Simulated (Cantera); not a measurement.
# Iron carbonyl, mercury and lead vapours: Pb + CO + N₂

Charge: 1 mol Pb, 9.3 mol CO, 70 mol N₂, equilibrated at 1.33 mbar.

These are equilibrium values from Cantera (NASA tables, ideal gas, pure condensed phases), not measurements of a reactor. Candidate condensed phases: C, Pb, PbO, PbO₂, Pb₃O₄; 27 gas species. Rates play no part.

| T (K) | x N₂ | x CO | x CO₂ | x Pb | x Pb₂ | n C(graphite) | n Pb(l) |
|---|---|---|---|---|---|---|---|
| 725 | 0.896 | 0.0887 | 0.0152 | 2.53e-6 | <1e-12 | 1.19 | 1.000 |
| 775 | 0.886 | 0.110 | 0.00370 | 1.87e-5 | <1e-12 | 0.292 | 0.999 |
| 825 | 0.883 | 0.116 | 0.000805 | 0.000108 | 1.38e-11 | 0.0638 | 0.991 |
| 875 | 0.882 | 0.117 | 0.000196 | 0.000506 | 1.86e-10 | 0.0155 | 0.960 |
| 925 | 0.881 | 0.117 | 5.48e-5 | 0.00200 | 1.87e-9 | 0.00435 | 0.841 |
| 975 | 0.877 | 0.116 | 1.74e-5 | 0.00688 | 1.48e-8 | 0.00139 | 0.451 |
| 1025 | 0.872 | 0.116 | 6.15e-6 | 0.0125 | 3.37e-8 | 0 | 0 |
| 1075 | 0.872 | 0.116 | 2.43e-6 | 0.0125 | 2.42e-8 | 0 | 0 |
| 1125 | 0.872 | 0.116 | 1.05e-6 | 0.0125 | 1.80e-8 | 0 | 0 |
| 1175 | 0.872 | 0.116 | 4.84e-7 | 0.0125 | 1.36e-8 | 0 | 0 |
| 1225 | 0.872 | 0.116 | 2.39e-7 | 0.0125 | 1.06e-8 | 0 | 0 |
| 1275 | 0.872 | 0.116 | 1.25e-7 | 0.0125 | 8.38e-9 | 0 | 0 |
| 1325 | 0.872 | 0.116 | 6.91e-8 | 0.0125 | 6.74e-9 | 0 | 0 |
x: gas mole fraction; n: condensed amount in mol.

From 725 K to 975 K the condensed part is C(graphite) + Pb(l). From 1025 K to 1325 K nothing is condensed. The main Pb-bearing gas is Pb throughout.
